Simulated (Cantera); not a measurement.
# Thermodynamics of silicon carbide growth, feed Si(CH₃)₄ + H₂

Charge: 1 mol Si(CH₃)₄, 57 mol H₂, equilibrated at 2273 K.

Equilibrium computed with Cantera from the NASA thermochemical tables; the gas is ideal and each condensed phase is pure. Candidate condensed phases: C, C₆H₆, C₇H₈, C₈H₁₈, Si, SiC; 87 gas species. Gases not in the tables: Si₂H₆ and higher silanes. Equilibrium is a limit: real reactors are often held back by kinetics, nucleation or transport.

From 1.00 mbar to 7.20 mbar the condensed part is C(graphite). From 19.0 mbar to 1.00 bar the condensed part is C(graphite) + SiC(s). The main Si-bearing gas is Si throughout.

| P (Pa) | x H₂ | x H | x Si | x C₂H₂ (acetylene) | x SiC₂ | x Si₂C | n C(graphite) | n SiC(s) |
|---|---|---|---|---|---|---|---|---|
| 100 | 0.753 | 0.230 | 0.0120 | 0.00284 | 0.00150 | 0.000110 | 3.35 | 0 |
| 270 | 0.835 | 0.148 | 0.0121 | 0.00315 | 0.00152 | 0.000303 | 3.33 | 0 |
| 720 | 0.889 | 0.0933 | 0.0115 | 0.00335 | 0.00145 | 0.000736 | 3.30 | 0 |
| 1900 | 0.931 | 0.0588 | 0.00512 | 0.00351 | 0.000643 | 0.000382 | 2.88 | 0.551 |
| 5200 | 0.958 | 0.0361 | 0.00187 | 0.00361 | 0.000235 | 0.000140 | 2.66 | 0.832 |
| 14000 | 0.973 | 0.0221 | 0.000695 | 0.00367 | 8.73e-5 | 5.19e-5 | 2.58 | 0.934 |
| 37000 | 0.982 | 0.0137 | 0.000263 | 0.00370 | 3.30e-5 | 1.96e-5 | 2.54 | 0.971 |
| 100000 | 0.987 | 0.00835 | 9.73e-5 | 0.00372 | 1.22e-5 | 7.27e-6 | 2.52 | 0.986 |
x: gas mole fraction; n: condensed amount in mol.
